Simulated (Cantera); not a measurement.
Cantera run:

```python
import numpy as np
import cantera as ct

gas_names = """
    Br Br2 H HBr HNO HNO2 HNO3 HO2 H2 H2O H2O2 N NH NH2 NH3 NH2OH NO NO2 NO3 N2 N2H2 N2H4 N2O O OH O2 O3
""".split()
cond_names = """
    Br2(cr) Br2(L) H2O(s) H2O(L)
""".split()


# ... load() reads the species with a 1 bar reference pressure and builds the phases ...
atoms = {
    'HBr': {'H': 1, 'Br': 1},
    'H2': {'H': 2},
    'N2': {'N': 2},
    'H2O': {'H': 2, 'O': 1},
}
top_T = {}  # K; cautious upper limits of use, not melting points


# ... equilibrate(T, P, feed) seeds the gas with the atoms and calls Mixture.equilibrate('TP', solver="vcs", rtol=1e-11, max_steps=5000) ...
results = []
feed = {'HBr': 1, 'H2': 2.9, 'N2': 0.8, 'H2O': 0.68}  # mol
T = 2325  # K
for P in [10, 200, 3900, 77000, 1500000, 30000000]:
    mix = equilibrate(T, P, feed)
    results.append((T, P, feed, dict(zip(mix.species_names, mix.species_moles))))

top = {s: max(r[3][s] / sum(r[3][g] for g in gas_names) for r in results) for s in gas_names}
cols = sorted((s for s in top if top[s] > 1e-05), key=lambda s: -top[s])[:6]
seen = [c for c in cond_names if any(r[3].get(c, 0) > 1e-12 for r in results)]
print("log10 of partial pressures in bar; condensed amounts in mol")
print(f"{'P/Pa':>10s}" + "".join(f"{s[:9]:>10s}" for s in cols + seen))
for T, P, feed, n in results:
    ng = sum(n[g] for g in gas_names)
    print(f"{P:10.4g}" + "".join(f"{np.log10(max(n[s] / ng * P / 1e5, 1e-99)):10.3f}" for s in cols)
          + "".join(f"{n.get(c, 0):10.4g}" for c in seen))
```

Result:

```
log10 of partial pressures in bar; condensed amounts in mol
      P/Pa        H2         H       HBr        N2        Br       H2O
        10    -4.692    -4.305    -6.439    -5.011    -4.926    -5.423
       200    -3.050    -3.484    -4.274    -3.599    -3.582    -3.703
      3900    -1.686    -2.801    -2.475    -2.266    -2.465    -2.342
   7.7e+04    -0.381    -2.149    -0.943    -0.951    -1.586    -1.023
   1.5e+06     0.908    -1.505     0.421     0.346    -0.866     0.275
     3e+07     2.208    -0.854     1.741     1.648    -0.197     1.578
```

Equilibrium computed with Cantera from the NASA thermochemical tables; the gas is ideal and each condensed phase is pure. The ideal-gas law is rough above about 30 bar.
